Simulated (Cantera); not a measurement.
Transport properties of process gases

Gas mixture: N₂O = 0.74 (molar parts), at 20.0 Torr, frozen composition.

Cantera's kinetic-theory transport with the Lennard-Jones parameters of GRI-Mech 3.0, ideal gas; thermal conductivity in the mixture-averaged form. The composition is frozen, though it would react at the higher temperatures.

```tsv
T (K)	ρ (kg/m³)	cp (J/kg/K)	μ (µPa s)	λ (mW/m/K)	Pr	D (cm²/s) H	D (cm²/s) CO₂	D (cm²/s) CH₃
400	0.0353	970.3	19.5	25.5	0.741	63.1	7.30	11.1
550	0.0257	1073	25.5	37.0	0.739	112	13.1	19.7
700	0.0202	1150	30.8	47.9	0.739	171	20.3	30.1
850	0.0166	1210	35.6	58.2	0.739	238	28.5	42.0
1000	0.0141	1255	40.0	68.0	0.739	315	37.8	55.4
1150	0.0123	1285	44.1	77.1	0.736	399	48.0	70.2
1300	0.0109	1311	48.0	85.8	0.734	490	59.2	86.3
1450	0.00973	1334	51.7	94.1	0.733	589	71.2	104
```
D: mixture-averaged diffusion coefficient of that species in the mixture.
